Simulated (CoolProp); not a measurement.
The fluid at 293.15 K and 6.31 MPa is throttled through a valve to 1.5 MPa with no heat exchange. The same conditions are run with several fluids, on thermodynamics alone (safety and materials aside).

Computed with CoolProp (reference Helmholtz-energy equation of state of each fluid (tetrahydrofuran: Fiedler 2023; propyne: Polt 1992; n-decane: Lemmon 2006; ammonia: Gao 2020; toluene: Lemmon 2006)). The equations of Platzer and Polt are older, rougher fits.

```
fluid            temperature change (K)  final density (kg/m³)
---------------  ----------------------  ---------------------
tetrahydrofuran                    +2.0                    886
propyne                            +0.9                    620
n-decane                           +2.1                    730
ammonia                            +0.5                    610
toluene                            +2.3                    866
```
